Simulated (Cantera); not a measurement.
Silicon nitride deposition: Si₂Cl₆ + N₂

Charge: 1 mol Si₂Cl₆, 0.88 mol N₂, at 500 °C and 3.23 Torr.

Method: chemical equilibrium by Gibbs-energy minimisation in Cantera with the NASA 1993 tables (ideal gas, pure condensed phases). Candidate condensed phases: Si, Si₃N₄; 13 gas species. The feed counts by its element totals alone. N₂ is the only nitrogen source here; it is nearly inert below about 1500 K, so the nitride shown seldom forms there in practice. The numbers say what is thermodynamically allowed, not how fast it happens.

| Property | Value |
|---|---|
| x(SiCl₄) | 0.733 |
| x(N₂) | 0.267 |
| x(SiCl₃) | 2.40e-6 |
| n(Si₃N₄(s)) | 0.167 mol |
| gas amount | 2.047 mol |
| log10 activity of Si(s) (absent) | -9.05 |
